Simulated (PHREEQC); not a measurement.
Solution (20 °C): 0.27 mol CdSO4, 0.046 mol KCl and 0.0015 mol MnSO4 per kg of water. Closed to the air; pH follows from the charge balance.

Equilibrium calculation in PHREEQC: ion-association model, phreeqc.dat.

### Question
The ionic strength comes out as 0.470 mol/kgw. What activity coefficients do Cd+2, KSO4-, Mn+2, H+, SO4-2 get?

### Answer
Cd+2 0.29, KSO4- 0.70, Mn+2 0.26, H+ 0.77, SO4-2 0.21.

No solid was allowed to form.
